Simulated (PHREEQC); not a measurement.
# Copper plating or etch bath (model solution)

A solution holds 0.019 mol Cu(BF4)2, 0.00091 mol H2SO4 and 0.24 mol NaCl per kg of water, at 20 °C. Closed to the air; pH follows from the charge balance.

Computed with PHREEQC (ion-association model, wateq4f.dat).

```
Item                       Value
-----------------  -------------
pH                          2.60
ionic strength     0.295 mol/kgw
activity of water          0.991
total alkalinity     -116 meq/kg
```

```tsv
species	molality	activity	log γ
Na+	0.240	0.174	-0.138
Cl-	0.237	0.162	-0.165
BF4-	0.0342	0.0221	-0.190
Cu+2	0.0162	0.00477	-0.531
HF	0.00492	0.00526	0.029
H+	0.00322	0.00252	-0.106
CuCl+	0.00235	0.00163	-0.160
F-	0.00225	0.00152	-0.169
BF3OH-	0.00215	0.00139	-0.190
H3BO3	0.00116	0.00124	0.029
SO4-2	0.000568	0.000145	-0.593
```

Precipitation was switched off in this run. Complexes and solids missing from the database can't appear. Real BF4- forms and hydrolyses slowly; the run takes it at equilibrium.
